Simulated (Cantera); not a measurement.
What does this Cantera script print?

```python
import numpy as np
import cantera as ct

gas = ct.Solution("gri30.yaml")
gas.TPX = 1125, 2500, {'H2': 0.01, 'O2': 1}
reactor = ct.IdealGasConstPressureReactor(gas, energy="off", clone=False)
net = ct.ReactorNet([reactor])
net.rtol, net.atol = 1e-08, 1e-18
show = ['H2', 'O2', 'O', 'H2O', 'HO2']
times = np.geomspace(0.0001, 10, 12)

steps = ct.SolutionArray(gas, extra=["t"])
rows = []
print(f"{'t/s':>10s}{'T/K':>9s}{'P/Pa':>11s}" + "".join(f"{s:>11s}" for s in show))
for t in times:
    while net.time < t:
        t_next = net.step()
        steps.append(gas.state, t=t_next)
    rows.append([np.interp(t, steps.t, y) for y in (steps.T, steps.P, *steps(*show).X.T)])
    print(f"{t:10.3e}{rows[-1][0]:9.1f}{rows[-1][1]:11.4g}" + "".join(f"{x:11.3e}" for x in rows[-1][2:]))
rate = np.gradient(steps.T, steps.t)
print("integrator steps:", len(steps.t))
if steps.T.max() > steps.T[0] + 200:
    print(f"time of steepest temperature rise: {steps.t[rate.argmax()]:.4e} s")
gas.TPX = 1125, 2500, {'H2': 0.01, 'O2': 1}
gas.equilibrate("TP")
print(f"equilibrium (TP): T = {gas.T:.1f} K  " + "  ".join(f"{s} {gas[s].X[0]:.3e}" for s in show))
```

It prints:

```
       t/s      T/K       P/Pa         H2         O2          O        H2O        HO2
 1.000e-04   1125.0       2500  9.901e-03  9.901e-01  2.738e-10  4.919e-11  3.735e-10
 2.848e-04   1125.0       2500  9.901e-03  9.901e-01  1.370e-09  6.283e-10  1.069e-09
 8.111e-04   1125.0       2500  9.901e-03  9.901e-01  1.122e-08  9.882e-09  3.123e-09
 2.310e-03   1125.0       2500  9.900e-03  9.901e-01  8.461e-07  9.531e-07  1.779e-08
 6.579e-03   1125.0       2500  1.727e-03  9.833e-01  5.599e-03  7.012e-03  3.966e-06
 1.874e-02   1125.0       2500  3.448e-05  9.840e-01  5.640e-03  9.482e-03  2.001e-06
 5.337e-02   1125.0       2500  1.661e-05  9.871e-01  2.723e-03  9.691e-03  1.430e-06
 1.520e-01   1125.0       2500  4.612e-06  9.892e-01  7.646e-04  9.839e-03  7.397e-07
 4.329e-01   1125.0       2500  8.350e-07  9.899e-01  1.423e-04  9.907e-03  2.663e-07
 1.233e+00   1125.0       2500  1.331e-07  9.900e-01  2.336e-05  9.933e-03  7.202e-08
 3.511e+00   1125.0       2500  2.355e-08  9.900e-01  4.246e-06  9.943e-03  1.741e-08
 1.000e+01   1125.0       2500  5.069e-09  9.900e-01  9.349e-07  9.947e-03  4.689e-09
integrator steps: 1411
equilibrium (TP): T = 1125.0 K  H2 1.534e-10  O2 9.900e-01  O 2.923e-08  H2O 9.950e-03  HO2 2.211e-09
```

Model: GRI-Mech 3.0 (53 species, 325 reactions), integrated in Cantera. Radical loss at walls, strong at low pressure, is not modelled.
